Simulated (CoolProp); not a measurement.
R410A along the isobar 6.21 MPa: density (kg/m³) from the reference equation and from simpler models built on Tc = 344.5 K, pc = 4.901 MPa, ω = 0.296; each cubic takes its own stable root.

The numbers come from the reference Helmholtz-energy equation of state, Lemmon 2003 in CoolProp. It is a pseudo-pure fit of the blend.

```csv
T (K),phase,reference,van der Waals,Soave-Redlich-Kwong
236.4,liquid,1319,744.9,1110
269.3,liquid,1210,692.5,1013
302.1,liquid,1079,628.2,884.6
335,liquid,886.3,537.6,688.5
367.9,supercritical,293.6,327.3,271.2
400.7,supercritical,193.3,204.3,184.9
433.6,supercritical,157.4,166.2,151.9
466.5,supercritical,136.3,143.7,132.0
499.3,supercritical,121.7,128.1,118.1
```
